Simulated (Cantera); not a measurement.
An isothermal, constant-pressure homogeneous reactor starts with CO : O2 : H2O : N2 = 0.0028 : 0.036 : 0.0018 : 1 (molar parts), at 1500 K and 1.00 bar.

Cantera simulation using GRI-Mech 3.0 (53 species, 325 reactions); the numbers are that mechanism's predictions, not measurements.

**Question.** Predict: x(CO) at 200 s; x(O2) at 200 s; x(H2O) at 200 s; x(NO) at 200 s; x(N2O) at 200 s; x(H2) at 200 s.

**Answer.** 
| Quantity | Result |
|---|---|
| x(CO) at 200 s | 7.27e-8 (gas-phase equilibrium 7.30e-8) |
| x(O2) at 200 s | 0.0333 (gas-phase equilibrium 0.0330) |
| x(H2O) at 200 s | 0.00173 (gas-phase equilibrium 0.00173) |
| x(NO) at 200 s | 4.69e-6 (gas-phase equilibrium 0.000539) |
| x(N2O) at 200 s | 3.66e-8 (gas-phase equilibrium 3.65e-8) |
| x(H2) at 200 s | 1.80e-8 (gas-phase equilibrium 1.81e-8) |
